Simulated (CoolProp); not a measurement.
Saturated liquid density (kg/m³) of isobutane: the reference equation beside estimates from Tc = 407.8 K, pc = 3.629 MPa, ω = 0.184.

Values from CoolProp's reference Helmholtz-energy equation of state, Bücker 2006.

```
T (K)  reference  van der Waals  Soave-Redlich-Kwong
-----  ---------  -------------  -------------------
230.2      627.2          392.5                589.3
245.3        [?]          383.1                574.5
260.4        [?]          373.1                558.5
275.6      577.8          362.4                540.9
290.7      559.9          351.0                521.8
305.9      540.8          338.8                500.6
321        520.4          325.5                477.2
336.2      498.0          310.8                450.8
351.3      473.2          294.5                  [?]
```

Q: Fill in the missing entries.

A: 
- 245.3, reference: 611.3
- 260.4, reference: 594.9
- 351.3, Soave-Redlich-Kwong: 421.0

Absolute difference from the reference over all 9 rows, mean and median: van der Waals 37.4 and 37.4 %, Soave-Redlich-Kwong 7.5 and 6.8 %.
